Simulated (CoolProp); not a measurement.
R134a at 433.65 K and 0.211 MPa is throttled through a valve to 0.118 MPa with no heat exchange. Each further row changes one setting.

The numbers come from the reference Helmholtz-energy equation of state, Tillner-Roth 1994 in CoolProp.

```tsv
case	temperature change (K)	final density (kg/m³)
as stated	…	…
outlet pressure 0.0354 MPa	…	…
outlet pressure 0.153 MPa	…	4.37
```

Question: Some entries are withheld; supply them.

Answer: 
- as stated, temperature change (K): -0.6
- as stated, final density (kg/m³): 3.36
- outlet pressure 0.0354 MPa, temperature change (K): -1.1
- outlet pressure 0.0354 MPa, final density (kg/m³): 1.01
- outlet pressure 0.153 MPa, temperature change (K): -0.4
